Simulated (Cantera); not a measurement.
Input: 1 mol PbO, 0.58 mol CO, 27 mol N₂, at 700 °C and 29.0 mbar.

Method: chemical equilibrium by Gibbs-energy minimisation in Cantera with the NASA 1993 tables (ideal gas, pure condensed phases). Candidate condensed phases: C, Pb, PbO, PbO₂, Pb₃O₄; 27 gas species. The numbers say what is thermodynamically allowed, not how fast it happens.

Base state: N₂ 0.979, CO₂ 0.0210, Pb 0.000303 (mole fractions); condensed: Pb(l) + PbO(yellow).

**Question.** What changes in the equilibrium state with this change: pressure from 29.0 mbar to 12.0 Pa?

**Answer.** 
```
species             before    after
----------------  --------  -------
N₂                   0.979    0.958
CO₂                 0.0210   0.0206
Pb                0.000303   0.0206
PbO                4.19e-6  0.00101
Pb(l), mol           0.572        0
PbO(yellow), mol     0.420    0.391
```
